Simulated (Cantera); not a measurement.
Mixture: CH₄ : O₂ : N₂ : CO₂ = 1 : 4.76 : 17.9 : 1.1 (molar parts), equivalence ratio 0.42, at 1800000 Pa, adiabatic and at constant volume. Ignition delay is the time to a rise of 400 K.

Cantera simulation using GRI-Mech 3.0 (53 species, 325 reactions); the numbers are that mechanism's predictions, not measurements. The pressure lies above the range GRI-Mech 3.0 was tuned for (to about 10 atm).

Predict: delay at 1100 K; delay at 1200 K; delay at 1300 K; delay at 1400 K; delay at 1500 K; apparent activation energy between 1400 and 1500 K.


- delay at 1100 K: 7.57 ms
- delay at 1200 K: 1.91 ms
- delay at 1300 K: 0.597 ms
- delay at 1400 K: 0.215 ms
- delay at 1500 K: 86.1 µs
- apparent activation energy between 1400 and 1500 K: 160 kJ/mol
